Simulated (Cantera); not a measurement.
Equilibrium for iron carbonyl, mercury and lead vapours: HgO + N2

Input: 1 mol HgO, 4.9 mol N2, equilibrated at 1000 Pa.

Equilibrium computed with Cantera from the NASA thermochemical tables; the gas is ideal and each condensed phase is pure. Candidate condensed phases: Hg, HgO; 10 gas species. Rates play no part.

At 523 K the condensed part is HgO(s). From 623 K to 1423 K nothing is condensed. The main Hg-bearing gas is Hg throughout.

```json
[
 {"T (K)": "523", "log p N2": "-2.10", "log p Hg": "-2.86", "log p O2": "-3.17", "log p NO": "-11.10", "log p O": "<-14", "n HgO(s)": "0.159"},
 {"T (K)": "623", "log p N2": "-2.12", "log p Hg": "-2.81", "log p O2": "-3.11", "log p NO": "-9.61", "log p O": "<-14", "n HgO(s)": "0"},
 {"T (K)": "723", "log p N2": "-2.12", "log p Hg": "-2.81", "log p O2": "-3.11", "log p NO": "-8.55", "log p O": "<-14", "n HgO(s)": "0"},
 {"T (K)": "823", "log p N2": "-2.12", "log p Hg": "-2.81", "log p O2": "-3.11", "log p NO": "-7.75", "log p O": "<-14", "n HgO(s)": "0"},
 {"T (K)": "923", "log p N2": "-2.12", "log p Hg": "-2.81", "log p O2": "-3.11", "log p NO": "-7.12", "log p O": "-12.46", "n HgO(s)": "0"},
 {"T (K)": "1023", "log p N2": "-2.12", "log p Hg": "-2.81", "log p O2": "-3.11", "log p NO": "-6.62", "log p O": "-11.06", "n HgO(s)": "0"},
 {"T (K)": "1123", "log p N2": "-2.12", "log p Hg": "-2.81", "log p O2": "-3.11", "log p NO": "-6.20", "log p O": "-9.91", "n HgO(s)": "0"},
 {"T (K)": "1223", "log p N2": "-2.12", "log p Hg": "-2.81", "log p O2": "-3.11", "log p NO": "-5.86", "log p O": "-8.95", "n HgO(s)": "0"},
 {"T (K)": "1323", "log p N2": "-2.12", "log p Hg": "-2.81", "log p O2": "-3.11", "log p NO": "-5.56", "log p O": "-8.13", "n HgO(s)": "0"},
 {"T (K)": "1423", "log p N2": "-2.12", "log p Hg": "-2.81", "log p O2": "-3.11", "log p NO": "-5.31", "log p O": "-7.43", "n HgO(s)": "0"}
]
```
log p: log10 of the partial pressure in bar; n: condensed amount in mol.
